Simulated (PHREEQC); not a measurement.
Consider water at 25 °C with 0.0013 mol ZnSO4, 0.017 mol CuCl2 and 0.0087 mol H2SO4 per kg of water. It is in equilibrium with CO2 at log p = -2 (atm). Otherwise closed; pH follows from the charge balance.

The numbers come from PHREEQC with the ion-association model, phreeqc.dat.

Problem. The ionic strength comes out as 0.0648 mol/kgw. What activity coefficients do ZnCl+, CuCl+, Zn(SO4)2-2, Cu+2, H+ get?

Solution. ZnCl+ 0.80, CuCl+ 0.80, Zn(SO4)2-2 0.42, Cu+2 0.45, H+ 0.84.

This is a speciation only: nothing precipitates in the calculation.
